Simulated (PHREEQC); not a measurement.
Make-up at 25 °C: 0.0026 mol CaSO4, 0.00012 mol CO2 and 0.00047 mol H4SiO4 per kg of water. Closed to the air; pH follows from the charge balance.

Model: ion-association model, wateq4f.dat, run in PHREEQC.

This is a speciation only: nothing precipitates in the calculation.

Question: Order these C species by the share of C that they hold, largest first: CaHCO3+, CO2, HCO3-.

Answer: CO2 (93 %), HCO3- (6.8 %), CaHCO3+ (0.13 %)

The pH is 5.17 and the ionic strength 0.00866 mol/kgw. Examples of supersaturated solids here: Quartz (slow to form), Chalcedony (slow to form). Others may be too. Species that the database lacks are ignored.
